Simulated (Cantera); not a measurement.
N2O furnace oxynitridation

An isothermal, constant-pressure homogeneous reactor starts with N₂O : H₂O = 1 : 0.14 (molar parts), at 1000 K and 0.118 atm.

Model: GRI-Mech 3.0 (53 species, 325 reactions), integrated in Cantera. GRI-Mech 3.0 was tuned for natural gas; its chemistry of N2O as a main component is partial and can be far from experiment. The mechanism lacks the step 2 NO + O2 → 2 NO2, which can matter for NO2 below about 1400 K. The temperature is held fixed by assumption; the heat of reaction is taken as removed at once.

```json
[
 {"t (s)": "2.00e-5", "x N₂O": "0.877", "x H₂O": "0.123", "x H": "<1e-12", "x O": "9.87e-9", "x HO₂": "<1e-12", "x O₂": "7.84e-10", "x N₂": "1.15e-8"},
 {"t (s)": "0.000111", "x N₂O": "0.877", "x H₂O": "0.123", "x H": "<1e-12", "x O": "3.85e-8", "x HO₂": "6.60e-12", "x O₂": "1.90e-8", "x N₂": "7.87e-8"},
 {"t (s)": "0.000616", "x N₂O": "0.877", "x H₂O": "0.123", "x H": "<1e-12", "x O": "6.25e-8", "x HO₂": "5.49e-10", "x O₂": "2.42e-7", "x N₂": "5.73e-7"},
 {"t (s)": "0.00342", "x N₂O": "0.877", "x H₂O": "0.123", "x H": "6.16e-12", "x O": "6.29e-8", "x HO₂": "2.14e-8", "x O₂": "1.60e-6", "x N₂": "3.46e-6"},
 {"t (s)": "0.0190", "x N₂O": "0.877", "x H₂O": "0.123", "x H": "2.68e-11", "x O": "6.28e-8", "x HO₂": "4.40e-7", "x O₂": "9.19e-6", "x N₂": "1.98e-5"},
 {"t (s)": "0.105", "x N₂O": "0.877", "x H₂O": "0.123", "x H": "4.34e-11", "x O": "6.27e-8", "x HO₂": "1.26e-6", "x O₂": "5.35e-5", "x N₂": "0.000112"},
 {"t (s)": "0.585", "x N₂O": "0.876", "x H₂O": "0.123", "x H": "4.43e-11", "x O": "6.23e-8", "x HO₂": "9.85e-7", "x O₂": "0.000303", "x N₂": "0.000632"},
 {"t (s)": "3.25", "x N₂O": "0.872", "x H₂O": "0.123", "x H": "3.62e-11", "x O": "5.93e-8", "x HO₂": "7.09e-7", "x O₂": "0.00168", "x N₂": "0.00350"},
 {"t (s)": "18.0", "x N₂O": "0.850", "x H₂O": "0.122", "x H": "2.45e-11", "x O": "5.20e-8", "x HO₂": "3.21e-7", "x O₂": "0.00916", "x N₂": "0.0189"},
 {"t (s)": "100", "x N₂O": "0.740", "x H₂O": "0.117", "x H": "1.92e-11", "x O": "4.47e-8", "x HO₂": "9.17e-8", "x O₂": "0.0462", "x N₂": "0.0943"}
]
```
x: mole fraction; the columns are a selection and need not sum to one.

Equilibrium at this temperature and pressure: N₂O 8.35e-10, H₂O 0.0854, H <1e-12, O 2.52e-10, HO₂ 6.70e-10, O₂ 0.305, N₂ 0.610 (gas phase only).
